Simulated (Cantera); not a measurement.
A Cantera script and what it prints.

```python
import numpy as np
import cantera as ct

gas_names = """
    H H2 N NH NH2 NH3 N2 N2H2 N2H4 Si SiH SiH2 SiH3 SiH4 SiN Si2 Si2N Si3
""".split()
cond_names = """
    Si(cr) Si(L) Si3N4(a)
""".split()


# ... load() reads the species with a 1 bar reference pressure and builds the phases ...
atoms = {
    'trisilylamine': {'Si': 3, 'N': 1, 'H': 9},
    'NH3': {'N': 1, 'H': 3},
}
top_T = {'Si3N4(a)': 2400}  # K; cautious upper limits of use, not melting points


# ... equilibrate(T, P, feed) seeds the gas with the atoms and calls Mixture.equilibrate('TP', solver="vcs", rtol=1e-11, max_steps=5000) ...
results = []
feed = {'trisilylamine': 1, 'NH3': 0.29}  # mol
P = 970  # Pa
for T in [973, 1123, 1273, 1423, 1573, 1723, 1873, 2023]:
    mix = equilibrate(T, P, feed)
    results.append((T, P, feed, dict(zip(mix.species_names, mix.species_moles))))

top = {s: max(r[3][s] / sum(r[3][g] for g in gas_names) for r in results) for s in gas_names}
cols = sorted((s for s in top if top[s] > 1e-06), key=lambda s: -top[s])[:6]
seen = [c for c in cond_names if any(r[3].get(c, 0) > 1e-12 for r in results)]
print("log10 of partial pressures in bar; condensed amounts in mol")
print(f"{'T/K':>10s}" + "".join(f"{s[:9]:>10s}" for s in cols + seen))
for T, P, feed, n in results:
    ng = sum(n[g] for g in gas_names)
    print(f"{T:10.4g}" + "".join(f"{np.log10(max(n[s] / ng * P / 1e5, 1e-99)):10.3f}" for s in cols)
          + "".join(f"{n.get(c, 0):10.4g}" for c in seen))
```

Output:

```
log10 of partial pressures in bar; condensed amounts in mol
       T/K        H2        N2         H        Si       SiH      SiH2    Si(cr)     Si(L)  Si3N4(a)
       973    -2.013   -11.328    -9.973   -16.400   -15.454   -12.391     2.032         0    0.3225
      1123    -2.013    -8.655    -8.377   -13.191   -12.793   -10.659     2.033         0    0.3225
      1273    -2.013    -6.619    -7.153   -10.744   -10.766    -9.335     2.033         0    0.3224
      1423    -2.014    -5.019    -6.185    -8.816    -9.171    -8.292      2.04         0    0.3201
      1573    -2.022    -3.730    -5.402    -7.260    -7.889    -7.457     2.177         0    0.2742
      1723    -2.067    -2.951    -4.773    -6.007    -6.883    -6.838         0     2.999         0
      1873    -2.070    -2.952    -4.225    -5.055    -6.120    -6.379         0     2.994         0
      2023    -2.078    -2.957    -3.760    -4.245    -5.476    -5.996         0     2.962         0
```

Cantera equilibrium calculation (NASA polynomials, part measured and part estimated; ideal gas, pure solids and liquids). The feed counts by its element totals alone. Mutual solubility and eutectic melting of coexisting phases are not modelled. The tables' values for SiN are old estimates; treat these amounts as uncertain. Gases not in the tables: Si2H6 and higher silanes.
